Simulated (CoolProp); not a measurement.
Vapour pressure (bar) of octamethyltrisiloxane (MDM): the reference equation beside estimates from Tc = 565.4 K, pc = 14.38 bar, ω = 0.528. Clausius-Clapeyron is anchored at 310.3 K with a constant enthalpy of vaporisation of 47.20 kJ/mol.

Model: reference Helmholtz-energy equation of state, Thol 2017, in CoolProp.

| T (K) | reference | Lee-Kesler | Clausius-Clapeyron | van der Waals | Redlich-Kwong | Soave-Redlich-Kwong | Peng-Robinson |
|---|---|---|---|---|---|---|---|
| 273.9 | 0.0008514 | 0.0009666 | 0.0009350 | 0.3216 | 0.02073 | 0.0009744 | 0.001153 |
| 281.2 | 0.001510 | 0.001676 | 0.001601 | 0.3855 | 0.03018 | 0.001690 | 0.001965 |
| 288.5 | 0.002584 | 0.002811 | 0.002669 | 0.4580 | 0.04287 | 0.002833 | 0.003244 |
| 295.7 | (withheld) | 0.004544 | 0.004309 | 0.5386 | 0.05933 | 0.004578 | 0.005167 |
| 303 | 0.006815 | 0.007190 | 0.006843 | 0.6300 | 0.08086 | 0.007238 | 0.008062 |
| 310.3 | 0.01063 | 0.01108 | 0.01063 | 0.7319 | 0.1082 | (withheld) | 0.01227 |
| 317.5 | 0.01607 | 0.01658 | 0.01610 | 0.8431 | 0.1418 | 0.01667 | 0.01814 |
| 324.8 | 0.02386 | 0.02440 | 0.02406 | 0.9674 | 0.1838 | (withheld) | 0.02641 |
| 332.1 | 0.03463 | 0.03517 | 0.03534 | 1.104 | (withheld) | 0.03529 | 0.03768 |
| 339.4 | 0.04924 | 0.04972 | 0.05104 | 1.253 | 0.2960 | 0.04984 | 0.05276 |
| 346.6 | 0.06838 | 0.06872 | 0.07224 | 1.412 | 0.3677 | 0.06884 | 0.07232 |
| 353.9 | (withheld) | 0.09384 | 0.1013 | 1.588 | 0.4532 | 0.09394 | 0.09798 |

Q: Some entries are withheld; supply them.

A: 
- 295.7, reference: 0.004246
- 310.3, Soave-Redlich-Kwong: 0.01115
- 324.8, Soave-Redlich-Kwong: 0.02451
- 332.1, Redlich-Kwong: 0.2348
- 353.9, reference: 0.09373

Absolute difference from the reference over all 12 rows, mean and median: Lee-Kesler 4.9 and 3.7 %, Clausius-Clapeyron 3.5 and 2.7 %, van der Waals 10619.5 and 5965.8 %, Redlich-Kwong 1037.3 and 850.1 %, Soave-Redlich-Kwong 5.5 and 4.3 %, Peng-Robinson 16.4 and 14.2 %.
